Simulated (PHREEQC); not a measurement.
## Acid rinse or clean: an equilibrium model

Dissolve 24 mmol/kgw HCl, 72 mmol/kgw ZnSO4 and 0.12 mmol/kgw MnSO4 at 25 °C. It is in equilibrium with CO2 at log p = 0 (atm). Otherwise closed; pH follows from the charge balance.

All values are PHREEQC results (ion-association model, phreeqc.dat), not measurements.

| Quantity | Value |
|---|---|
| pH | 1.98 |
| ionic strength | 0.171 mol/kgw |
| density | 1.009 g/cm³ |
| total alkalinity | -24.0 meq/kg |

```
species  molality  activity   log γ
-------  --------  --------  ------
Zn+2       0.0418    0.0131  -0.502
CO2        0.0325    0.0338   0.017
SO4-2      0.0264   0.00818  -0.509
ZnSO4      0.0242    0.0252   0.017
Cl-        0.0232    0.0168  -0.138
H+         0.0130    0.0104  -0.095
```

No solid was allowed to form.
